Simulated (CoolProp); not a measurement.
Aqueous potassium formate as a coolant, at -7 °C, 1 atm.

Model: Melinder's fits for secondary coolants, in CoolProp.

| mass % | freezing point (°C) | density (kg/m³) | Prandtl number | viscosity (mPa s) | cp (kJ/(kg K)) |
|---|---|---|---|---|---|
| 18.4 | -10.4 | 1119 | 18.0 | 2.72 | 3.484 |
| 21.8 | -13.1 | 1142 | 18.5 | 2.87 | 3.362 |
| 25.3 | -16.2 | 1166 | 19.1 | 3.04 | 3.243 |
| 28.7 | -19.7 | 1190 | 19.8 | 3.22 | 3.135 |
| 32.2 | -23.8 | 1215 | 20.6 | 3.42 | 3.032 |
| 35.6 | -28.3 | 1240 | 21.5 | 3.62 | 2.940 |
| 39.1 | -33.5 | 1266 | 22.7 | 3.88 | 2.852 |
| 42.5 | -39.3 | 1292 | 24.5 | 4.24 | 2.771 |
